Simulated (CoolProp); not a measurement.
Carbonyl sulfide along the isotherm 346.85 °C: Z from the reference equation and from simpler models built on Tc = 105.6 °C, pc = 6.369 MPa, ω = 0.098; each cubic takes its own stable root.

Computed with CoolProp (reference Helmholtz-energy equation of state, Lemmon 2006). It is a short technical equation, of lower accuracy than the large ones.

| p (MPa) | phase | reference | van der Waals | Redlich-Kwong | Soave-Redlich-Kwong | Peng-Robinson |
|---|---|---|---|---|---|---|
| 5 | gas | 0.9534 | 0.9364 | 0.9469 | 0.9605 | 0.9452 |
| 10 | supercritical | 0.9139 | 0.8764 | 0.9028 | 0.9305 | 0.9033 |
| 15 | supercritical | 0.8845 | 0.8298 | 0.8721 | 0.9126 | 0.8766 |
| 20 | supercritical | 0.8682 | 0.8101 | 0.8579 | 0.9079 | 0.8651 |
| 25 | supercritical | 0.8662 | 0.8221 | 0.8601 | 0.9156 | 0.8672 |
| 30 | supercritical | 0.8779 | 0.8576 | 0.8759 | 0.9337 | 0.8800 |
| 35 | supercritical | 0.9006 | 0.9071 | 0.9016 | 0.9596 | 0.9009 |
| 40 | supercritical | 0.9316 | 0.9642 | 0.9341 | 0.9914 | 0.9275 |
| 45 | supercritical | 0.9683 | 1.026 | 0.9712 | 1.027 | 0.9582 |
| 50 | supercritical | 1.009 | 1.089 | 1.011 | 1.066 | 0.9918 |
